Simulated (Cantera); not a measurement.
What does this Cantera script print?

```python
import numpy as np
import cantera as ct

gas_names = """
    C CN CO CO2 C2 CCN CNC C2N2 C2O C3 C3O2 C4 C4N2 C5 N NCO NO NO2 NO3 N2 N2O O O2 O3 Si SiC SiC2 SiN
    SiO SiO2 Si2 Si2C Si2N Si3
""".split()
cond_names = """
    C(gr) Si(cr) Si(L) SiC(b) SiO2(Lqz) SiO2(hqz) SiO2(L) Si2N2O(s) Si3N4(a)
""".split()


# ... load() reads the species with a 1 bar reference pressure and builds the phases ...
atoms = {
    'SiC': {'Si': 1, 'C': 1},
    'N2O': {'N': 2, 'O': 1},
    'N2': {'N': 2},
}
top_T = {'C(gr)': 4500, 'SiC(b)': 3050, 'Si2N2O(s)': 2100, 'Si3N4(a)': 2400}  # K; cautious upper limits of use, not melting points


# ... equilibrate(T, P, feed) seeds the gas with the atoms and calls Mixture.equilibrate('TP', solver="vcs", rtol=1e-11, max_steps=5000) ...
results = []
T = 1998.15  # K
P = 133.322  # Pa
for m in [67, 110, 160, 200, 240, 290, 330, 380, 420, 460, 510, 550]:
    feed = {'SiC': 1, 'N2O': 0.88, 'N2': m}  # mol
    mix = equilibrate(T, P, feed)
    results.append((T, P, feed, dict(zip(mix.species_names, mix.species_moles))))
    x = sorted(zip(gas.X, gas.species_names), reverse=True)
    print(f"T = {T:g} K  P = {P:g} Pa  n(N2) = {m:g} mol  gas = {mix.phase_moles(0):.4g} mol")
    print("   x: " + "  ".join(f"{s} {v:.3e}" for v, s in x if v > 0.0001))
    print("   condensed (mol): " + ("  ".join(f"{mix.phase(i).name} {mix.phase_moles(i):.4g}"
          for i in range(1, mix.n_phases) if mix.phase_moles(i) > 1e-12) or "none"))
```

Output:

```
T = 1998.15 K  P = 133.322 Pa  n(N2) = 67 mol  gas = 69.34 mol
   x: N2 9.789e-01  CO 1.057e-02  Si 8.084e-03  SiO 2.116e-03  Si2C 2.199e-04
   condensed (mol): SiC(b) 0.2491
T = 1998.15 K  P = 133.322 Pa  n(N2) = 110 mol  gas = 112.5 mol
   x: N2 9.859e-01  CO 7.044e-03  Si 6.015e-03  SiO 7.805e-04  Si2C 1.636e-04
   condensed (mol): SiC(b) 0.1842
T = 1998.15 K  P = 133.322 Pa  n(N2) = 160 mol  gas = 162.5 mol
   x: N2 9.898e-01  CO 5.086e-03  Si 4.592e-03  SiO 3.283e-04  Si2C 1.249e-04
   condensed (mol): SiC(b) 0.1433
T = 1998.15 K  P = 133.322 Pa  n(N2) = 200 mol  gas = 202.6 mol
   x: N2 9.916e-01  CO 4.156e-03  Si 3.845e-03  SiO 1.881e-04  Si2C 1.046e-04
   condensed (mol): SiC(b) 0.1223
T = 1998.15 K  P = 133.322 Pa  n(N2) = 240 mol  gas = 242.6 mol
   x: N2 9.929e-01  CO 3.510e-03  Si 3.302e-03  SiO 1.172e-04
   condensed (mol): SiC(b) 0.1062
T = 1998.15 K  P = 133.322 Pa  n(N2) = 290 mol  gas = 292.6 mol
   x: N2 9.940e-01  CO 2.936e-03  Si 2.806e-03
   condensed (mol): SiC(b) 0.08932
T = 1998.15 K  P = 133.322 Pa  n(N2) = 330 mol  gas = 332.6 mol
   x: N2 9.947e-01  CO 2.596e-03  Si 2.506e-03
   condensed (mol): SiC(b) 0.07687
T = 1998.15 K  P = 133.322 Pa  n(N2) = 380 mol  gas = 382.7 mol
   x: N2 9.953e-01  CO 2.266e-03  Si 2.214e-03
   condensed (mol): SiC(b) 0.06159
T = 1998.15 K  P = 133.322 Pa  n(N2) = 420 mol  gas = 422.7 mol
   x: N2 9.957e-01  CO 2.056e-03  Si 2.027e-03
   condensed (mol): SiC(b) 0.04918
T = 1998.15 K  P = 133.322 Pa  n(N2) = 460 mol  gas = 462.7 mol
   x: N2 9.961e-01  CO 1.882e-03  Si 1.871e-03
   condensed (mol): SiC(b) 0.03637
T = 1998.15 K  P = 133.322 Pa  n(N2) = 510 mol  gas = 512.7 mol
   x: N2 9.964e-01  Si 1.740e-03  CO 1.701e-03
   condensed (mol): C(gr) 0.01721  SiC(b) 0.003754
T = 1998.15 K  P = 133.322 Pa  n(N2) = 550 mol  gas = 552.7 mol
   x: N2 9.966e-01  Si 1.627e-03  CO 1.578e-03
   condensed (mol): C(gr) 0.02053
```

Equilibrium computed with Cantera from the NASA thermochemical tables; the gas is ideal and each condensed phase is pure. The tables' values for SiN are old estimates; treat these amounts as uncertain.
